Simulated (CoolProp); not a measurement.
Isobutane along the isotherm 575 K: fugacity coefficient from the reference equation and from simpler models built on Tc = 407.8 K, pc = 3.629 MPa, ω = 0.184; each cubic takes its own stable root.

Model: reference Helmholtz-energy equation of state, Bücker 2006, in CoolProp.

| p (MPa) | phase | reference |
|---|---|---|
| 1.51 | gas | 0.9579 |
| 3.02 | gas | 0.9180 |
| 4.54 | supercritical | 0.8803 |
| 6.05 | supercritical | 0.8453 |
| 7.56 | supercritical | 0.8130 |
| 9.07 | supercritical | 0.7836 |
| 10.6 | supercritical | 0.7570 |
| 12.1 | supercritical | 0.7341 |
| 13.6 | supercritical | 0.7144 |
| 15.1 | supercritical | 0.6977 |
| 16.6 | supercritical | 0.6837 |
| 18.1 | supercritical | 0.6722 |

How far does each simpler model (van der Waals, Soave-Redlich-Kwong, Peng-Robinson) lie from the reference over these 12 states: mean and median of the absolute difference, and the worst?


- van der Waals: mean 6.7 %, median 7.9 %, worst -9.8 % at 575 K and 15.1 MPa
- Soave-Redlich-Kwong: mean 3.4 %, median 3.2 %, worst +6.7 % at 575 K and 18.1 MPa
- Peng-Robinson: mean 2.0 %, median 2.1 %, worst -2.4 % at 575 K and 9.07 MPa
